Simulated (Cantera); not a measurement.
Charge: 1 mol SiO₂, 2.4 mol CH₄, 2.9 mol N₂, equilibrated at 2323 K.

These are equilibrium values from Cantera (NASA tables, ideal gas, pure condensed phases), not measurements of a reactor. Candidate condensed phases: C, C₆H₆, C₇H₈, C₈H₁₈, H₂O, Si, SiC, SiO₂, Si₂N₂O, Si₃N₄; 151 gas species. The tables' values for SiN are old estimates; treat these amounts as uncertain. Gases not in the tables: Si₂H₆ and higher silanes. The numbers say what is thermodynamically allowed, not how fast it happens.

**Question.** At 1000000 Pa, list the 4 most abundant gas species with their mole fractions, and the condensed phases.

**Answer.** H₂ 0.490, N₂ 0.296, CO 0.172, SiO 0.0338. Condensed: SiC(s).
